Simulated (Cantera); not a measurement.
Input: 1 mol PbO, 0.59 mol H2, equilibrated at 1250 K.

Method: chemical equilibrium by Gibbs-energy minimisation in Cantera with the NASA 1993 tables (ideal gas, pure condensed phases). Candidate condensed phases: H2O, Pb, PbO, PbO2, Pb3O4; 12 gas species. Each liquid is taken as pure. Mutual solubility and eutectic melting of coexisting phases are not modelled. Gases not in the tables: (PbO)n polymers. The numbers say what is thermodynamically allowed, not how fast it happens.

Task: At 7.50 Torr, list the 4 most abundant gas species with their mole fractions, and the condensed phases.

Result: H2O 0.848, Pb 0.134, PbO 0.0183, H2 0.000328. Condensed: Pb(l) + PbO(l).
